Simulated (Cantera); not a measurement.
# Premixed flame

A freely propagating, adiabatic, planar premixed flame of H₂ : O₂ : N₂ = 1 : 0.98 : 3.69 (molar parts), equivalence ratio 0.51, unburnt at 350 K and 1950 Torr; mixture-averaged transport, grid criteria slope 0.08 and curve 0.16, no radiation.

Detailed kinetics in Cantera: the H2/O2 subset of GRI-Mech 3.0, which has no nitrogen chemistry. The hydrogen kinetics of GRI-Mech 3.0 are dated; newer H2 mechanisms differ, most at raised pressure. Burning velocities carry a grid error of a few per cent, more on coarse grids. Lean hydrogen flames are cellular in practice and burn faster than this planar one.

```json
[
 {"z (mm)": "-0.593", "T (K)": "350", "u (m/s)": "0.385", "x H₂": "0.172", "x O₂": "0.174", "x H₂O₂": "4.88e-8", "x O": "<1e-8", "x OH": "<1e-8", "x H₂O": "2.66e-5"},
 {"z (mm)": "-0.395", "T (K)": "354", "u (m/s)": "0.385", "x H₂": "0.162", "x O₂": "0.176", "x H₂O₂": "7.56e-7", "x O": "<1e-8", "x OH": "<1e-8", "x H₂O": "0.000341"},
 {"z (mm)": "-0.296", "T (K)": "365", "u (m/s)": "0.392", "x H₂": "0.149", "x O₂": "0.178", "x H₂O₂": "4.08e-6", "x O": "<1e-8", "x OH": "<1e-8", "x H₂O": "0.00161"},
 {"z (mm)": "-0.198", "T (K)": "421", "u (m/s)": "0.440", "x H₂": "0.121", "x O₂": "0.181", "x H₂O₂": "2.90e-5", "x O": "1.86e-8", "x OH": "<1e-8", "x H₂O": "0.00976"},
 {"z (mm)": "-0.0988", "T (K)": "704", "u (m/s)": "0.713", "x H₂": "0.0720", "x O₂": "0.169", "x H₂O₂": "0.000136", "x O": "5.60e-6", "x OH": "8.60e-6", "x H₂O": "0.0527"},
 {"z (mm)": "-0.0494", "T (K)": "1007", "u (m/s)": "1.01", "x H₂": "0.0444", "x O₂": "0.149", "x H₂O₂": "0.000109", "x O": "0.000168", "x OH": "0.000244", "x H₂O": "0.0961"},
 {"z (mm)": "0", "T (K)": "1298", "u (m/s)": "1.31", "x H₂": "0.0211", "x O₂": "0.123", "x H₂O₂": "1.80e-5", "x O": "0.00105", "x OH": "0.00126", "x H₂O": "0.140"},
 {"z (mm)": "0.0494", "T (K)": "1474", "u (m/s)": "1.48", "x H₂": "0.00826", "x O₂": "0.107", "x H₂O₂": "4.24e-6", "x O": "0.00172", "x OH": "0.00262", "x H₂O": "0.166"},
 {"z (mm)": "0.0988", "T (K)": "1560", "u (m/s)": "1.57", "x H₂": "0.00347", "x O₂": "0.100", "x H₂O₂": "2.53e-6", "x O": "0.00153", "x OH": "0.00309", "x H₂O": "0.177"},
 {"z (mm)": "0.198", "T (K)": "1625", "u (m/s)": "1.63", "x H₂": "0.00102", "x O₂": "0.0975", "x H₂O₂": "1.29e-6", "x O": "0.000738", "x OH": "0.00251", "x H₂O": "0.183"},
 {"z (mm)": "0.395", "T (K)": "1651", "u (m/s)": "1.66", "x H₂": "0.000227", "x O₂": "0.0972", "x H₂O₂": "5.26e-7", "x O": "0.000188", "x OH": "0.00137", "x H₂O": "0.185"},
 {"z (mm)": "0.790", "T (K)": "1658", "u (m/s)": "1.67", "x H₂": "4.41e-5", "x O₂": "0.0974", "x H₂O₂": "1.89e-7", "x O": "4.18e-5", "x OH": "0.000662", "x H₂O": "0.186"},
 {"z (mm)": "1.58", "T (K)": "1660", "u (m/s)": "1.67", "x H₂": "1.23e-5", "x O₂": "0.0974", "x H₂O₂": "8.24e-8", "x O": "1.35e-5", "x OH": "0.000378", "x H₂O": "0.186"}
]
```
x: mole fraction of selected species; z is measured from the peak of heat release.

```yaml
laminar_burning_velocity: 38.7 cm/s
thermal_thickness: 0.198 mm
peak x(H₂O₂): 0.000144
peak x(O): 0.00174
peak x(OH): 0.00309
grid_points: 110
```
